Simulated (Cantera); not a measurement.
# Premixed flame

A freely propagating, adiabatic, planar premixed flame of H₂ : O₂ : N₂ : H₂O = 1 : 0.185 : 0.815 : 0.44 (molar parts), unburnt at 525 K and 338 Torr; mixture-averaged transport, grid criteria slope 0.08 and curve 0.16, no radiation.

Computed with Cantera and the H2/O2 subset of GRI-Mech 3.0, which has no nitrogen chemistry. Burning velocities carry a grid error of a few per cent, more on coarse grids.

```json
[
 {"z (mm)": "-3.38", "T (K)": "525", "u (m/s)": "3.64", "x H₂": "0.410", "x O₂": "0.0758", "x H₂O": "0.180", "x HO₂": "<1e-8", "x H": "<1e-8", "x O": "<1e-8"},
 {"z (mm)": "-2.26", "T (K)": "525", "u (m/s)": "3.64", "x H₂": "0.410", "x O₂": "0.0758", "x H₂O": "0.180", "x HO₂": "<1e-8", "x H": "<1e-8", "x O": "<1e-8"},
 {"z (mm)": "-1.69", "T (K)": "525", "u (m/s)": "3.64", "x H₂": "0.410", "x O₂": "0.0758", "x H₂O": "0.180", "x HO₂": "2.68e-8", "x H": "<1e-8", "x O": "<1e-8"},
 {"z (mm)": "-1.13", "T (K)": "525", "u (m/s)": "3.64", "x H₂": "0.409", "x O₂": "0.0759", "x H₂O": "0.180", "x HO₂": "1.94e-6", "x H": "2.83e-8", "x O": "1.31e-8"},
 {"z (mm)": "-0.564", "T (K)": "563", "u (m/s)": "3.86", "x H₂": "0.402", "x O₂": "0.0757", "x H₂O": "0.185", "x HO₂": "0.000207", "x H": "0.000135", "x O": "9.06e-6"},
 {"z (mm)": "-0.282", "T (K)": "746", "u (m/s)": "5.02", "x H₂": "0.378", "x O₂": "0.0695", "x H₂O": "0.205", "x HO₂": "0.000135", "x H": "0.00293", "x O": "9.24e-5"},
 {"z (mm)": "0", "T (K)": "1015", "u (m/s)": "6.71", "x H₂": "0.334", "x O₂": "0.0512", "x H₂O": "0.249", "x HO₂": "5.67e-5", "x H": "0.0151", "x O": "0.000530"},
 {"z (mm)": "0.282", "T (K)": "1215", "u (m/s)": "7.97", "x H₂": "0.286", "x O₂": "0.0239", "x H₂O": "0.304", "x HO₂": "2.07e-5", "x H": "0.0317", "x O": "0.000859"},
 {"z (mm)": "0.564", "T (K)": "1317", "u (m/s)": "8.62", "x H₂": "0.263", "x O₂": "0.00745", "x H₂O": "0.336", "x HO₂": "5.91e-6", "x H": "0.0391", "x O": "0.000495"},
 {"z (mm)": "1.13", "T (K)": "1397", "u (m/s)": "9.11", "x H₂": "0.256", "x O₂": "0.000680", "x H₂O": "0.350", "x HO₂": "5.01e-7", "x H": "0.0367", "x O": "0.000161"},
 {"z (mm)": "2.26", "T (K)": "1464", "u (m/s)": "9.50", "x H₂": "0.261", "x O₂": "6.97e-5", "x H₂O": "0.353", "x HO₂": "5.41e-8", "x H": "0.0281", "x O": "9.15e-5"},
 {"z (mm)": "4.51", "T (K)": "1524", "u (m/s)": "9.85", "x H₂": "0.267", "x O₂": "3.10e-5", "x H₂O": "0.355", "x HO₂": "2.58e-8", "x H": "0.0194", "x O": "4.99e-5"},
 {"z (mm)": "9.02", "T (K)": "1571", "u (m/s)": "10.1", "x H₂": "0.271", "x O₂": "1.38e-5", "x H₂O": "0.357", "x HO₂": "1.25e-8", "x H": "0.0124", "x O": "2.24e-5"}
]
```
x: mole fraction of selected species; z is measured from the peak of heat release.

```
Property                     Value
------------------------  --------
laminar burning velocity  364 cm/s
thermal thickness          1.13 mm
peak x(HO₂)               0.000218
peak x(H)                   0.0396
peak x(O)                 0.000872
grid points                    118
```
